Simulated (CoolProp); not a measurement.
Computed with CoolProp (reference Helmholtz-energy equation of state, Thol 2021).

Problem. Give the vapour pressure (MPa), liquid density (kg/m³), enthalpy of vaporisation (kJ/kg), liquid cp (kJ/(kg K)) of saturated chlorine at 62.95, 81.45, 109.15 °C.

Solution. 
```json
[
 {"T (°C)": "62.95", "p (MPa)": "1.92", "liquid density (kg/m³)": "1270", "enthalpy of vaporisation (kJ/kg)": "214", "liquid cp (kJ/(kg K))": "1.08"},
 {"T (°C)": "81.45", "p (MPa)": "2.78", "liquid density (kg/m³)": "1190", "enthalpy of vaporisation (kJ/kg)": "193", "liquid cp (kJ/(kg K))": "1.16"},
 {"T (°C)": "109.15", "p (MPa)": "4.52", "liquid density (kg/m³)": "1060", "enthalpy of vaporisation (kJ/kg)": "152", "liquid cp (kJ/(kg K))": "1.43"}
]
```
